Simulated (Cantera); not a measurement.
Input (Python, Cantera):

```python
import numpy as np
import cantera as ct

gas = ct.Solution("gri30.yaml")
gas.TPX = 925, 240000, {'CH3OH': 0.0079, 'O2': 0.0042, 'N2': 1}
reactor = ct.IdealGasConstPressureReactor(gas, energy="off", clone=False)
net = ct.ReactorNet([reactor])
net.rtol, net.atol = 1e-08, 1e-18
show = ['CH3OH', 'O2', 'C2H4', 'C2H', 'CH2CO', 'C2H2', 'C2H6']
times = np.geomspace(2e-05, 100, 10)

steps = ct.SolutionArray(gas, extra=["t"])
rows = []
print(f"{'t/s':>10s}{'T/K':>9s}{'P/Pa':>11s}" + "".join(f"{s:>11s}" for s in show))
for t in times:
    while net.time < t:
        t_next = net.step()
        steps.append(gas.state, t=t_next)
    rows.append([np.interp(t, steps.t, y) for y in (steps.T, steps.P, *steps(*show).X.T)])
    print(f"{t:10.3e}{rows[-1][0]:9.1f}{rows[-1][1]:11.4g}" + "".join(f"{x:11.3e}" for x in rows[-1][2:]))
rate = np.gradient(steps.T, steps.t)
print("integrator steps:", len(steps.t))
if steps.T.max() > steps.T[0] + 200:
    print(f"time of steepest temperature rise: {steps.t[rate.argmax()]:.4e} s")
gas.TPX = 925, 240000, {'CH3OH': 0.0079, 'O2': 0.0042, 'N2': 1}
gas.equilibrate("TP")
print(f"equilibrium (TP): T = {gas.T:.1f} K  " + "  ".join(f"{s} {gas[s].X[0]:.3e}" for s in show))
```

Output:

```
       t/s      T/K       P/Pa      CH3OH         O2       C2H4        C2H      CH2CO       C2H2       C2H6
 2.000e-05    925.0    2.4e+05  7.806e-03  4.150e-03  1.582e-23  3.182e-40  3.365e-26  1.320e-25  4.925e-23
 1.110e-04    925.0    2.4e+05  7.806e-03  4.150e-03  4.836e-22  1.971e-39  1.156e-24  7.974e-25  7.805e-21
 6.162e-04    925.0    2.4e+05  7.806e-03  4.150e-03  1.446e-20  1.117e-38  3.621e-23  4.491e-24  8.616e-19
 3.420e-03    925.0    2.4e+05  7.806e-03  4.150e-03  2.672e-19  6.236e-38  1.118e-21  2.499e-23  2.747e-17
 1.898e-02    925.0    2.4e+05  7.806e-03  4.150e-03  1.971e-18  3.467e-37  3.451e-20  1.388e-22  2.190e-16
 1.054e-01    925.0    2.4e+05  7.806e-03  4.150e-03  1.142e-17  1.987e-36  1.064e-18  7.706e-22  1.281e-15
 5.848e-01    925.0    2.4e+05  7.806e-03  4.150e-03  6.330e-17  2.456e-35  3.339e-17  4.284e-21  7.082e-15
 3.246e+00    925.0    2.4e+05  7.804e-03  4.149e-03  3.363e-16  5.210e-33  2.036e-15  2.409e-20  3.637e-14
 1.802e+01    925.0    2.4e+05  7.340e-08  3.173e-07  1.314e-07  2.612e-21  1.219e-08  1.299e-09  5.283e-08
 1.000e+02    925.0    2.4e+05  2.187e-12  1.151e-07  1.488e-07  1.985e-21  9.128e-12  2.447e-09  2.976e-08
integrator steps: 2506
equilibrium (TP): T = 925.0 K  CH3OH 2.172e-13  O2 4.729e-24  C2H4 1.294e-13  C2H 1.381e-29  CH2CO 9.224e-15  C2H2 1.583e-15  C2H6 3.639e-14
```

Detailed kinetics in Cantera: GRI-Mech 3.0 (53 species, 325 reactions). GRI-Mech 3.0 was tuned for natural gas; its chemistry of methanol as a main component is partial and can be far from experiment. Below about 1000 K GRI-Mech 3.0 lacks low-temperature oxidation paths.
